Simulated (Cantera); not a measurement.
Input: 1 mol CH3F, 1.9 mol H2, at 100000 Pa.

Method: chemical equilibrium by Gibbs-energy minimisation in Cantera with the NASA 1993 tables (ideal gas, pure condensed phases). Candidate condensed phases: C, C6H6, C7H8, C8H18; 110 gas species. Ions and electrons are included (thermal ionisation). Equilibrium is a limit: real reactors are often held back by kinetics, nucleation or transport.

Which condensed phases are stable at each of these points (T (K)): 2000, 2250, 2500, 2750, 3000, 3250, 3500, 3750, 4000, 4250, 4500, 4750, 5000?


```csv
T (K),condensed phases,C condensed (%)
2000,C(graphite),99.5
2250,C(graphite),98.0
2500,C(graphite),93.8
2750,C(graphite),84.1
3000,C(graphite),65.7
3250,C(graphite),30.9
3500,gas only,0.0
3750,gas only,0.0
4000,gas only,0.0
4250,gas only,0.0
4500,gas only,0.0
4750,gas only,0.0
5000,gas only,0.0
```

From 2000 K to 3250 K the condensed part is C(graphite). From 3500 K to 5000 K nothing is condensed.
